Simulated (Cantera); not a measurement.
A perfectly stirred reactor is fed with CH4 : N2 = 1 : 100 (molar parts), at 0.987 atm; it is held at 1723 K, and followed from long to short residence time.

Computed with Cantera and GRI-Mech 3.0 (53 species, 325 reactions). GRI-Mech 3.0 stops at C3 and has no aromatics, soot or wall deposition, so with more carbon than oxygen in the feed, carbon stays in small species such as C2H2 where larger ones or solid carbon would form.

Predict: x(CH4) at τ = 1.50 s; x(CH3) at τ = 1.50 s; x(H) at τ = 1.50 s; x(C2H4) at τ = 1.50 s; x(HCN) at τ = 1.50 s; x(CH4) at τ = 15.0 ms; x(CH3) at τ = 15.0 ms; x(H) at τ = 15.0 ms; x(C2H4) at τ = 15.0 ms; x(HCN) at τ = 15.0 ms.


```
Property                   Value
----------------------  --------
x(CH4) at τ = 1.50 s    0.000733
x(CH3) at τ = 1.50 s     2.22e-5
x(H) at τ = 1.50 s       2.05e-5
x(C2H4) at τ = 1.50 s    5.40e-6
x(HCN) at τ = 1.50 s     2.18e-5
x(CH4) at τ = 15.0 ms    0.00534
x(CH3) at τ = 15.0 ms   0.000160
x(H) at τ = 15.0 ms      1.10e-5
x(C2H4) at τ = 15.0 ms  0.000182
x(HCN) at τ = 15.0 ms    8.28e-7
```
